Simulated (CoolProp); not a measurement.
Vapour-liquid equilibrium of R124 (1) + R142b (2) at 298.3 K; x and y are mole fractions of (1).

The numbers come from the multi-fluid Helmholtz-energy mixture model, de Vries 1995 and Lemmon 2006; pair parameters Bell 2016 in CoolProp.

Give the bubble pressure and the first vapour's composition at x = 0.5, 0.8, 0.95. Is there an azeotrope?

x = 0.5: 3.556 bar, y = 0.524; x = 0.8: 3.705 bar, y = 0.822; x = 0.95: 3.806 bar, y = 0.958. No azeotrope shows between x = 0.05 and 0.95.

Pair parameters are fitted to limited data, so mixtures are less certain than the pure fluids.
